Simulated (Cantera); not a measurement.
An isothermal, constant-pressure homogeneous reactor starts with NO : N₂ = 1 : 0.13 (molar parts), at 1998 K and 0.132 atm.

Cantera simulation using GRI-Mech 3.0 (53 species, 325 reactions); the numbers are that mechanism's predictions, not measurements.

One state of this run: x NO = 0.853; x O = 0.000350; x NO₂ = 0.000178; x O₂ = 0.0158; x N₂O = 0.000298; x N₂ = 0.131. x: mole fraction; the columns are a selection and need not sum to one.

Q: Which value of t (s) does it belong to?
(A) 0.100
(B) 0.000634
(C) 0.0283
(D) 1.42e-5

A: A, 0.100
